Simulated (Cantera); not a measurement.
Charge: 1 mol AlN, 0.033 mol Cl2, a varied amount of O2, equilibrated at 1573.15 K and 0.150 bar.

Equilibrium computed with Cantera from the NASA thermochemical tables; the gas is ideal and each condensed phase is pure. Candidate condensed phases: Al, AlCl3, AlN, Al2O3; 24 gas species. Mutual solubility and eutectic melting of coexisting phases are not modelled. The tables' values for AlCl2 are old estimates; treat these amounts as uncertain. Equilibrium is a limit: real reactors are often held back by kinetics, nucleation or transport.

x: gas mole fraction; n: condensed amount in mol.

```tsv
n(O2) (mol)	x N2	x O2	x AlCl3	x Cl	x Cl2	n AlN(s)	n Al2O3(s)
0.17	0.846	<1e-12	0.142	1.58e-5	4.28e-9	0.751	0.113
0.41	0.925	<1e-12	0.0671	1.25e-5	2.67e-9	0.430	0.273
0.65	0.950	<1e-12	0.0436	1.09e-5	2.02e-9	0.110	0.433
0.89	0.727	0.203	2.49e-5	0.0402	0.0278	0	0.500
1.1	0.556	0.389	9.12e-6	0.0339	0.0197	0	0.500
1.4	…	…	…	…	…	0	0.500
1.6	0.356	0.606	2.68e-6	0.0252	0.0109	0	0.500
1.9	0.293	0.675	1.65e-6	0.0220	0.00831	0	0.500
2.1	…	0.709	…	0.0203	…	0	0.500
2.3	0.237	0.736	9.86e-7	0.0189	0.00615	0	0.500
```

Task: Fill in the missing entries.

Result: 
- 2.1, x N2: 0.262
- 2.1, x AlCl3: 1.26e-6
- 2.1, x Cl2: 0.00710
- 1.4, x N2: 0.416
- 1.4, x O2: 0.541
- 1.4, x AlCl3: 4.00e-6
- 1.4, x Cl: 0.0280
- 1.4, x Cl2: 0.0134
